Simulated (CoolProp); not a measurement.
n-hexane along the isotherm 542 K: density (kg/m³) from the reference equation and from simpler models built on Tc = 507.8 K, pc = 30.44 bar, ω = 0.300; each cubic takes its own stable root.

The numbers come from the reference Helmholtz-energy equation of state, Thol 2019 in CoolProp.

```tsv
p (bar)	phase	reference	ideal gas	van der Waals	Soave-Redlich-Kwong
0.963	gas	1.858	1.842	1.856	1.858
1.82	gas	3.540	3.480	3.534	3.538
3.46	gas	6.837	6.616	6.817	6.831
6.56	gas	13.38	12.54	13.30	13.35
12.4	gas	27.01	23.71	26.74	26.88
23.6	gas	60.36	45.13	59.62	59.56
44.7	supercritical	213.2	85.48	216.8	188.8
84.7	supercritical	384.0	162.0	290.4	331.8
161	supercritical	449.3	307.9	333.9	409.3
304	supercritical	502.4	581.3	370.4	474.3
```
